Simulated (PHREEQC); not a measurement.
Solution (25 °C): 0.0014 mol NaH2PO4, 0.0064 mol NaOH and 0.00093 mol KCl per kg of water. Closed to the air; pH follows from the charge balance.

Equilibrium calculation in PHREEQC: ion-association model, phreeqc.dat.

Each row changes one thing in this solution. This is a speciation only: nothing precipitates in the calculation.

```json
[
 {"case": "as made", "pH": "11.62", "ionic strength (mol/kgw)": "0.0108", "SI of Halite (NaCl)": "-6.80", "SI of Sylvite (KCl)": "-7.06"},
 {"case": "temperature from 25 to 35 °C", "pH": "11.31", "ionic strength (mol/kgw)": "0.0106", "SI of Halite (NaCl)": "-6.81", "SI of Sylvite (KCl)": "-7.11"},
 {"case": "NaOH left out", "pH": "(withheld)", "ionic strength (mol/kgw)": "0.00235", "SI of Halite (NaCl)": "-7.50", "SI of Sylvite (KCl)": "(withheld)"},
 {"case": "diluted 2-fold with water", "pH": "11.34", "ionic strength (mol/kgw)": "0.00524", "SI of Halite (NaCl)": "-7.38", "SI of Sylvite (KCl)": "(withheld)"},
 {"case": "NaH2PO4 replaced by Na2B4O7 at the same molality", "pH": "11.51", "ionic strength (mol/kgw)": "(withheld)", "SI of Halite (NaCl)": "-6.73", "SI of Sylvite (KCl)": "-7.05"}
]
```

Q: Some entries are withheld; supply them.

A: 
- NaOH left out, pH: 5.04
- NaOH left out, SI of Sylvite (KCl): -7.01
- diluted 2-fold with water, SI of Sylvite (KCl): -7.63
- NaH2PO4 replaced by Na2B4O7 at the same molality, ionic strength (mol/kgw): 0.0101

Species that the database lacks are ignored.
